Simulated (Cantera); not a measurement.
Equilibrium for boron, boron nitride and boron oxide: B₂O₃ + NH₃ + N₂

Charge: 1 mol B₂O₃, 0.12 mol NH₃, a varied amount of N₂, equilibrated at 1973 K and 0.000260 bar.

Method: chemical equilibrium by Gibbs-energy minimisation in Cantera with the NASA 1993 tables (ideal gas, pure condensed phases). Candidate condensed phases: B, BN, B₂O₃, B₃O₃H₃, H₂O; 39 gas species. Kinetics and transport are ignored.

From 0.79 mol N₂ to 130 mol N₂ nothing is condensed. The main B-bearing gas is B₂O₃ throughout.

```tsv
n(N₂) (mol)	log p N₂	log p B₂O₃	log p HBO₂	log p BO	log p H₂	log p H
0.79	-3.98	-3.99	-4.71	-4.81	-5.06	-5.40
1.2	-3.89	-4.07	-4.78	-4.86	-5.15	-5.44
1.8	-3.81	-4.17	-4.86	-4.93	-5.26	-5.50
2.8	-3.75	-4.29	-4.97	-5.01	-5.41	-5.57
4.3	-3.70	-4.43	-5.10	-5.11	-5.57	-5.66
6.6	-3.66	-4.59	-5.23	-5.23	-5.76	-5.75
10	-3.64	-4.75	-5.38	-5.34	-5.96	-5.85
15	-3.62	-4.91	-5.53	-5.46	-6.17	-5.96
23	-3.61	-5.09	-5.70	-5.60	-6.41	-6.07
36	-3.60	-5.29	-5.88	-5.74	-6.67	-6.20
55	-3.60	-5.48	-6.06	-5.87	-6.91	-6.33
83	-3.59	-5.67	-6.25	-6.00	-7.16	-6.45
130	-3.59	-5.89	-6.46	-6.13	-7.43	-6.58
```
log p: log10 of the partial pressure in bar; nothing condenses.
